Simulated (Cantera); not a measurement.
A freely propagating, adiabatic, planar premixed flame of CO : H2 : CH4 : O2 : N2 = 1 : 1.3 : 0.6 : 1.68 : 5.87 (molar parts), unburnt at 525 K and 500000 Pa; multicomponent transport, grid criteria slope 0.08 and curve 0.16, no radiation.

Cantera simulation using GRI-Mech 3.0 (53 species, 325 reactions); the numbers are that mechanism's predictions, not measurements. Burning velocities carry a grid error of a few per cent, more on coarse grids.

x: mole fraction of selected species; z is measured from the peak of heat release.

```json
[
 {"z (mm)": "-0.181", "T (K)": "525", "u (m/s)": "1.53", "x CO": "0.0958", "x H2": "0.124", "x CH4": "0.0575", "x O": "<1e-8", "x H": "<1e-8", "x CH3": "<1e-8"},
 {"z (mm)": "-0.120", "T (K)": "526", "u (m/s)": "1.53", "x CO": "0.0960", "x H2": "0.121", "x CH4": "0.0576", "x O": "<1e-8", "x H": "<1e-8", "x CH3": "<1e-8"},
 {"z (mm)": "-0.0903", "T (K)": "532", "u (m/s)": "1.54", "x CO": "0.0964", "x H2": "0.117", "x CH4": "0.0577", "x O": "<1e-8", "x H": "<1e-8", "x CH3": "5.20e-8"},
 {"z (mm)": "-0.0602", "T (K)": "…", "u (m/s)": "1.66", "x CO": "0.0975", "x H2": "0.108", "x CH4": "0.0573", "x O": "1.50e-7", "x H": "7.09e-8", "x CH3": "1.15e-6"},
 {"z (mm)": "-0.0301", "T (K)": "…", "u (m/s)": "2.76", "x CO": "0.102", "x H2": "0.0861", "x CH4": "0.0465", "x O": "2.64e-5", "x H": "0.000178", "x CH3": "0.000182"},
 {"z (mm)": "-0.0151", "T (K)": "…", "u (m/s)": "4.01", "x CO": "0.108", "x H2": "0.0732", "x CH4": "0.0296", "x O": "0.000231", "x H": "0.00135", "x CH3": "0.00126"},
 {"z (mm)": "0", "T (K)": "…", "u (m/s)": "5.20", "x CO": "0.115", "x H2": "0.0603", "x CH4": "0.0102", "x O": "0.000844", "x H": "0.00500", "x CH3": "0.00227"},
 {"z (mm)": "0.0151", "T (K)": "2045", "u (m/s)": "5.83", "x CO": "0.113", "x H2": "0.0494", "x CH4": "0.00170", "x O": "0.00156", "x H": "0.00966", "x CH3": "0.000890"},
 {"z (mm)": "0.0301", "T (K)": "2131", "u (m/s)": "6.05", "x CO": "0.105", "x H2": "0.0438", "x CH4": "0.000187", "x O": "0.00186", "x H": "0.0121", "x CH3": "0.000144"},
 {"z (mm)": "0.0602", "T (K)": "2203", "u (m/s)": "6.21", "x CO": "0.0944", "x H2": "0.0426", "x CH4": "2.33e-6", "x O": "0.00158", "x H": "0.0121", "x CH3": "2.36e-6"},
 {"z (mm)": "0.120", "T (K)": "2271", "u (m/s)": "6.37", "x CO": "0.0893", "x H2": "0.0436", "x CH4": "<1e-8", "x O": "0.000961", "x H": "0.00937", "x CH3": "<1e-8"},
 {"z (mm)": "0.241", "T (K)": "2329", "u (m/s)": "6.51", "x CO": "0.0886", "x H2": "0.0435", "x CH4": "<1e-8", "x O": "0.000458", "x H": "0.00619", "x CH3": "<1e-8"},
 {"z (mm)": "0.482", "T (K)": "2369", "u (m/s)": "6.61", "x CO": "0.0887", "x H2": "0.0432", "x CH4": "<1e-8", "x O": "0.000181", "x H": "0.00375", "x CH3": "<1e-8"}
]
```

**Question.** Fill in the missing entries.

**Answer.** 
- -0.0602, T (K): 579
- -0.0301, T (K): 970
- -0.0151, T (K): 1408
- 0, T (K): 1823
